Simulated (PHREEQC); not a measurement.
Solution (20 °C): 0.015 mol/kgw H2SO4, 0.0014 mol/kgw ZnSO4 and 8.9e-05 mol/kgw MgSO4. Closed to the air; pH follows from the charge balance.

Computed with PHREEQC (ion-association model, phreeqc.dat).

Problem. The ionic strength comes out as 0.0328 mol/kgw. What activity coefficients do Mg+2, H+, Zn+2, Zn(SO4)2-2, HSO4- get?

Solution. Mg+2 0.54, H+ 0.87, Zn+2 0.52, Zn(SO4)2-2 0.51, HSO4- 0.85.

Precipitation was switched off in this run. Complexes and solids missing from the database can't appear.
